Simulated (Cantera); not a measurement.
Input (Python, Cantera) and output of one run.

```python
import numpy as np
import cantera as ct

gas_names = """
    C2H2,acetylene H2S C2H6
""".split()
cond_names = """
    NiS(b) NiS(a) NiS(L) Ni3S4(s)
""".split()


# ... load() reads the species with a 1 bar reference pressure and builds the phases ...
species = {s.name: s for s in load("nasa_gas.yaml", gas_names) + load("nasa_condensed.yaml", cond_names)}
# Each term lists the table entries of one substance; the one whose range holds T is used.
reactions = {
    'C2H2(g) + 6 NiS + 2 H2S(g) = 2 Ni3S4 + C2H6(g)':
        [(-1, ['C2H2,acetylene']), (-6, ['NiS(b)', 'NiS(a)', 'NiS(L)']), (-2, ['H2S']), (2, ['Ni3S4(s)']), (1, ['C2H6'])],
}


def pick(names, T):
    return next(species[n] for n in names if species[n].thermo.min_temp <= T <= species[n].thermo.max_temp)


results = []
for label, terms in reactions.items():
    print(label)
    print("     T/K   dH/kJ  dS/(J/K)   dG/kJ   log10 K")
    for T in [300, 350, 375, 400, 425, 450, 475, 500, 525, 550]:
        used = [(nu, pick(names, T)) for nu, names in terms]
        dH = sum(nu * s.thermo.h(T) for nu, s in used) / 1e6
        dS = sum(nu * s.thermo.s(T) for nu, s in used) / 1e3
        dG = dH - T * dS / 1e3
        logK = -dG * 1e6 / (ct.gas_constant * T * np.log(10))
        results.append((label, T, dH, dS, dG, logK, [s.name for _, s in used]))
        print(f"{T:8g} {dH:8.1f} {dS:8.1f} {dG:8.1f} {logK:8.2f}")
```

Output:

```
C2H2(g) + 6 NiS + 2 H2S(g) = 2 Ni3S4 + C2H6(g)
     T/K   dH/kJ  dS/(J/K)   dG/kJ   log10 K
     300   -346.1   -328.3   -247.6    43.11
     350   -346.6   -329.9   -231.2    34.50
     375   -346.8   -330.3   -222.9    31.05
     400   -346.8   -330.5   -214.6    28.03
     425   -346.8   -330.4   -206.4    25.37
     450   -346.6   -330.0   -198.1    23.00
     475   -346.4   -329.4   -189.9    20.88
     500   -346.0   -328.6   -181.7    18.98
     525   -345.5   -327.6   -173.5    17.26
     550   -344.8   -326.5   -165.3    15.70
```

Source: NASA polynomial tables (part measured, part estimated), evaluated in Cantera. Condensed species are held in their standard states even where they would react or evaporate.
